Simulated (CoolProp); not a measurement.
Saturation properties of n-perfluorobutane (Tc = 113.2 °C, pc = 2.322 MPa, ω = 0.372).

Model: reference Helmholtz-energy equation of state, Gao 2022, in CoolProp.

| T (°C) | p (MPa) | enthalpy of vaporisation (kJ/kg) | vapour Z |
|---|---|---|---|
| -78.95 | ___ | 121.7 | 0.9988 |
| -72.55 | 0.001612 | ___ | 0.9981 |
| -66.25 | ___ | 117.6 | 0.9971 |
| -59.85 | 0.004394 | 115.6 | 0.9958 |
| -53.55 | 0.006849 | 113.7 | 0.9940 |
| -47.15 | 0.01042 | 111.7 | 0.9916 |
| -40.85 | 0.01530 | 109.8 | 0.9886 |
| -34.45 | 0.02203 | 107.8 | 0.9849 |
| -28.15 | 0.03083 | ___ | ___ |
| -21.75 | ___ | 103.9 | ___ |
| -15.45 | 0.05706 | ___ | 0.9689 |

Question: Fill in the missing entries.

Answer: 
- -78.95, p (MPa): 0.0009133
- -72.55, enthalpy of vaporisation (kJ/kg): 119.6
- -66.25, p (MPa): 0.002703
- -28.15, enthalpy of vaporisation (kJ/kg): 105.9
- -28.15, vapour Z: 0.9805
- -21.75, p (MPa): 0.04245
- -21.75, vapour Z: 0.9751
- -15.45, enthalpy of vaporisation (kJ/kg): 101.9

It boils at -2.0 °C under 1 atm.
